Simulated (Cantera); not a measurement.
Cantera run, input and output.

```python
import numpy as np
import cantera as ct

gas = ct.Solution("gri30.yaml")
gas.TPX = 1650, 4000, {'C2H6': 1, 'N2': 170}
inlet = ct.Reservoir(gas, clone=True)

reactor = ct.IdealGasConstPressureReactor(gas, energy="off", clone=False)
exhaust = ct.Reservoir(gas, clone=True)
tau = [7.2, 2.4, 0.77, 0.25, 0.081, 0.026, 0.0086, 0.0028, 0.00091][0]
for a, b in ((inlet, reactor), (reactor, exhaust)):
    ct.MassFlowController(a, b, mdot=lambda t: reactor.mass / tau)
net = ct.ReactorNet([reactor])
show = ['C2H6', 'H', 'CH4', 'C2H4', 'H2', 'C2H2', 'HCN']

rows = []
print(f"{'tau/s':>10s}{'T/K':>9s}" + "".join(f"{s:>11s}" for s in show))
for tau in [7.2, 2.4, 0.77, 0.25, 0.081, 0.026, 0.0086, 0.0028, 0.00091]:
    net.initial_time = 0.0
    net.advance(30 * tau)
    before = gas.X
    net.advance(40 * tau)
    drift = np.max(np.abs(gas.X - before) / (gas.X + 1e-9))
    rows.append([gas.T, *gas[show].X, drift])
    print(f"{tau:10.3e}{gas.T:9.1f}" + "".join(f"{x:11.3e}" for x in gas[show].X))
```

Output:

```
     tau/s      T/K       C2H6          H        CH4       C2H4         H2       C2H2        HCN
 7.200e+00   1650.0  6.828e-07  1.099e-04  2.001e-04  5.076e-06  1.116e-02  5.521e-03  2.680e-04
 2.400e+00   1650.0  1.875e-06  1.332e-04  2.636e-04  1.234e-05  1.102e-02  5.502e-03  2.020e-04
 7.700e-01   1650.0  5.352e-06  1.590e-04  3.588e-04  3.177e-05  1.080e-02  5.440e-03  1.415e-04
 2.500e-01   1650.0  1.513e-05  1.866e-04  4.912e-04  8.151e-05  1.044e-02  5.302e-03  9.400e-05
 8.100e-02   1650.0  4.271e-05  2.171e-04  6.599e-04  2.057e-04  9.873e-03  5.020e-03  5.951e-05
 2.600e-02   1650.0  1.209e-04  2.495e-04  8.351e-04  4.968e-04  8.931e-03  4.465e-03  3.578e-05
 8.600e-03   1650.0  3.298e-04  2.761e-04  9.189e-04  1.052e-03  7.464e-03  3.484e-03  2.060e-05
 2.800e-03   1650.0  8.924e-04  2.802e-04  7.686e-04  1.777e-03  5.287e-03  1.994e-03  1.063e-05
 9.100e-04   1650.0  2.206e-03  2.313e-04  3.871e-04  1.812e-03  2.707e-03  5.776e-04  4.162e-06
```

Computed with Cantera and GRI-Mech 3.0 (53 species, 325 reactions). GRI-Mech 3.0 stops at C3 and has no aromatics, soot or wall deposition, so with more carbon than oxygen in the feed, carbon stays in small species such as C2H2 where larger ones or solid carbon would form. Radical loss at walls, strong at low pressure, is not modelled.
